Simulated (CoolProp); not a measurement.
100 sccm (0 °C, 1 atm) of nitrogen bubbles through liquid n-nonane at 286.7 K and leaves saturated at a total pressure of 0.0072 MPa (ideal gas phase). Each further row changes one setting.

Model: reference Helmholtz-energy equation of state, Lemmon 2006, in CoolProp. It is a short technical equation, of lower accuracy than the large ones.

```tsv
case	vapour pressure (kPa)	mole fraction of vapour	delivery (mg/min)	delivery (sccm)	change of delivery for a bath 1 K warmer (%)
as stated	0.272	0.0378	22.5	?	?
bath temperature 291.7 K	0.382	0.0531	32.1	5.61	7.3
total pressure 0.0144 MPa	0.272	?	11.0	1.93	7.3
```

Q: What belongs in the gaps?

A: 
- as stated, delivery (sccm): 3.93
- as stated, change of delivery for a bath 1 K warmer (%): 7.4
- total pressure 0.0144 MPa, mole fraction of vapour: 0.0189
